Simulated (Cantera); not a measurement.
An adiabatic, constant-volume homogeneous reactor starts with 6.10 % CH4, 4.27 % H2, 12.0 % O2, 77.5 % N2, 0.213 % CO2, at 1350 K and 0.326 atm.

Detailed kinetics in Cantera: GRI-Mech 3.0 (53 species, 325 reactions).

Question: Predict: time of steepest temperature rise; temperature at 0.100 s; equilibrium temperature; x(H2) at 0.100 s; x(O2) at 0.100 s; x(HO2) at 0.100 s; x(CO2) at 0.100 s; x(CO) at 0.100 s; x(HCN) at 0.100 s.

Answer: 
```json
{
 "time_of_steepest_temperature_rise": "1.79 ms",
 "temperature at 0.100 s": "2607 K",
 "equilibrium_temperature": "2607 K",
 "x(H2) at 0.100 s": "0.0254 (gas-phase equilibrium 0.0254)",
 "x(O2) at 0.100 s": "0.00375 (gas-phase equilibrium 0.00375)",
 "x(HO2) at 0.100 s": "9.24e-7 (gas-phase equilibrium 9.24e-7)",
 "x(CO2) at 0.100 s": "0.0271 (gas-phase equilibrium 0.0271)",
 "x(CO) at 0.100 s": "0.0349 (gas-phase equilibrium 0.0349)",
 "x(HCN) at 0.100 s": "1.30e-9 (gas-phase equilibrium 1.30e-9)"
}
```
